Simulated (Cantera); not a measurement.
What does this Cantera script print?

```python
import numpy as np
import cantera as ct

gas = ct.Solution("h2o2.yaml")
gas.TPX = 1050, 240, {'H2': 0.029, 'O2': 1}
reactor = ct.IdealGasConstPressureReactor(gas, energy="off", clone=False)
net = ct.ReactorNet([reactor])
net.rtol, net.atol = 1e-08, 1e-18
show = ['H2', 'O2', 'H2O', 'HO2', 'H', 'OH', 'O']
times = np.geomspace(0.0001, 80, 11)

steps = ct.SolutionArray(gas, extra=["t"])
rows = []
print(f"{'t/s':>10s}{'T/K':>9s}{'P/Pa':>11s}" + "".join(f"{s:>11s}" for s in show))
for t in times:
    while net.time < t:
        t_next = net.step()
        steps.append(gas.state, t=t_next)
    rows.append([np.interp(t, steps.t, y) for y in (steps.T, steps.P, *steps(*show).X.T)])
    print(f"{t:10.3e}{rows[-1][0]:9.1f}{rows[-1][1]:11.4g}" + "".join(f"{x:11.3e}" for x in rows[-1][2:]))
rate = np.gradient(steps.T, steps.t)
print("integrator steps:", len(steps.t))
if steps.T.max() > steps.T[0] + 200:
    print(f"time of steepest temperature rise: {steps.t[rate.argmax()]:.4e} s")
gas.TPX = 1050, 240, {'H2': 0.029, 'O2': 1}
gas.equilibrate("TP")
print(f"equilibrium (TP): T = {gas.T:.1f} K  " + "  ".join(f"{s} {gas[s].X[0]:.3e}" for s in show))
```

Output:

```
       t/s      T/K       P/Pa         H2         O2        H2O        HO2          H         OH          O
 1.000e-04   1050.0        240  2.818e-02  9.718e-01  6.146e-14  1.759e-11  1.609e-11  1.520e-12  1.559e-12
 3.893e-04   1050.0        240  2.818e-02  9.718e-01  3.013e-12  6.850e-11  5.143e-11  1.819e-11  2.003e-11
 1.516e-03   1050.0        240  2.818e-02  9.718e-01  1.108e-10  2.669e-10  1.593e-10  1.584e-10  2.177e-10
 5.901e-03   1050.0        240  2.818e-02  9.718e-01  4.885e-09  1.046e-09  1.648e-09  2.399e-09  4.267e-09
 2.297e-02   1050.0        240  2.816e-02  9.718e-01  1.986e-05  3.449e-08  5.283e-06  7.927e-06  1.455e-05
 8.944e-02   1050.0        240  3.273e-04  9.500e-01  2.517e-02  7.148e-07  4.189e-03  1.235e-03  1.904e-02
 3.482e-01   1050.0        240  2.337e-04  9.549e-01  2.616e-02  6.593e-07  2.767e-03  1.051e-03  1.487e-02
 1.356e+00   1050.0        240  1.048e-04  9.644e-01  2.762e-02  5.120e-07  7.947e-04  7.052e-04  6.429e-03
 5.278e+00   1050.0        240  1.675e-05  9.702e-01  2.838e-02  2.305e-07  5.005e-05  2.827e-04  1.016e-03
 2.055e+01   1050.0        240  1.451e-06  9.713e-01  2.854e-02  5.176e-08  1.295e-06  8.379e-05  8.879e-05
 8.000e+01   1050.0        240  1.384e-07  9.714e-01  2.857e-02  8.132e-09  3.876e-08  2.605e-05  8.553e-06
integrator steps: 1757
equilibrium (TP): T = 1050.0 K  H2 2.155e-10  O2 9.714e-01  H2O 2.858e-02  HO2 7.445e-10  H 2.447e-12  OH 1.036e-06  O 1.354e-08
```

Cantera simulation using the H2/O2 subset of GRI-Mech 3.0, which has no nitrogen chemistry; the numbers are that mechanism's predictions, not measurements. Radical loss at walls, strong at low pressure, is not modelled.
